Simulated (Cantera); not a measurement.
## Equilibrium for silicon carbide growth: (CH3)2SiCl2 + C2H2 + H2 + Cl2

Feed: 1 mol (CH3)2SiCl2, 1.2 mol C2H2, 17 mol H2, 0.19 mol Cl2, at 10.0 Torr.

These are equilibrium values from Cantera (NASA tables, ideal gas, pure condensed phases), not measurements of a reactor. Candidate condensed phases: C, C6H6, C7H8, C8H18, Si, SiC; 109 gas species. The feed counts by its element totals alone. The tables' values for SiCl are old estimates; treat these amounts as uncertain. Gases not in the tables: Si2H6 and higher silanes. Rates play no part.

From 2173 K to 2373 K the condensed part is C(graphite) + SiC(s). From 2423 K to 2523 K the condensed part is C(graphite). The main Si-bearing gas is SiCl2 at 2173 K and Si at 2523 K.

```tsv
T (K)	x H2	x H	x HCl	x Si	x Cl	x C2H2 (acetylene)	x SiC2	x SiCl2	n C(graphite)	n SiC(s)
2173	0.855	0.0386	0.0960	0.00209	0.00317	0.00189	0.000181	0.00211	3.42	0.883
2223	0.841	0.0509	0.0937	0.00397	0.00411	0.00244	0.000416	0.00226	3.44	0.817
2273	0.823	0.0660	0.0907	0.00730	0.00525	0.00310	0.000917	0.00239	3.50	0.698
2323	0.798	0.0842	0.0869	0.0131	0.00659	0.00386	0.00195	0.00249	3.61	0.485
2373	0.765	0.106	0.0822	0.0229	0.00813	0.00471	0.00403	0.00253	3.81	0.0997
2423	0.735	0.132	0.0797	0.0261	0.0102	0.00569	0.00538	0.00181	3.79	0
2473	0.704	0.162	0.0770	0.0265	0.0126	0.00679	0.00636	0.00116	3.68	0
2523	0.669	0.197	0.0734	0.0264	0.0152	0.00797	0.00732	0.000729	3.56	0
```
x: gas mole fraction; n: condensed amount in mol.
